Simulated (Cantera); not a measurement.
Equilibrium for silicon epitaxy and polysilicon growth: SiH2Cl2 + N2

A closed system holds: 1 mol SiH2Cl2, a varied amount of N2, held at 1198.15 K and 0.00430 bar.

Equilibrium computed with Cantera from the NASA thermochemical tables; the gas is ideal and each condensed phase is pure. Candidate condensed phases: NH4Cl, Si, Si3N4; 28 gas species. N2 is the only nitrogen source here; it is nearly inert below about 1500 K, so the nitride shown seldom forms there in practice. The tables' values for SiCl3 are old estimates; treat these amounts as uncertain. Rates play no part.

| n(N2) (mol) | x N2 | x HCl | x H2 | x SiCl4 | x SiCl3 | x SiCl2 | n Si3N4(s) |
|---|---|---|---|---|---|---|---|
| 12 | 0.859 | 0.109 | 0.0206 | 0.00946 | 0.000740 | 0.000512 | 0.286 |
| 33 | 0.945 | 0.0456 | 0.00637 | 0.00282 | 0.000294 | 0.000271 | 0.294 |
| 53 | 0.965 | 0.0296 | 0.00360 | 0.00156 | 0.000187 | 0.000200 | 0.298 |
| 73 | 0.974 | 0.0220 | 0.00244 | 0.00103 | 0.000138 | 0.000162 | 0.300 |
| 94 | 0.980 | 0.0174 | 0.00179 | 0.000743 | 0.000107 | 0.000137 | 0.302 |
| 110 | 0.983 | 0.0150 | 0.00147 | 0.000605 | 9.20e-5 | 0.000124 | 0.303 |
| 130 | 0.985 | 0.0128 | 0.00120 | 0.000485 | 7.80e-5 | 0.000111 | 0.304 |
| 150 | 0.987 | 0.0112 | 0.00101 | 0.000401 | 6.76e-5 | 0.000101 | 0.305 |
| 170 | 0.989 | 0.00995 | 0.000862 | 0.000339 | 5.96e-5 | 9.25e-5 | 0.305 |
| 200 | 0.990 | 0.00852 | 0.000705 | 0.000273 | 5.06e-5 | 8.29e-5 | 0.306 |
| 220 | 0.991 | 0.00778 | 0.000627 | 0.000240 | 4.59e-5 | 7.77e-5 | 0.306 |
| 240 | 0.992 | 0.00716 | 0.000563 | 0.000213 | 4.20e-5 | 7.32e-5 | 0.307 |
| 260 | 0.993 | 0.00663 | 0.000510 | 0.000191 | 3.87e-5 | 6.93e-5 | 0.307 |
x: gas mole fraction; n: condensed amount in mol.

From 12 mol N2 to 260 mol N2 the condensed part is Si3N4(s). The main Si-bearing gas is SiCl4 throughout. The share of Si in condensed phases is highest at 260 mol N2 (92.2 %) and lowest at 12 mol N2 (85.7 %).
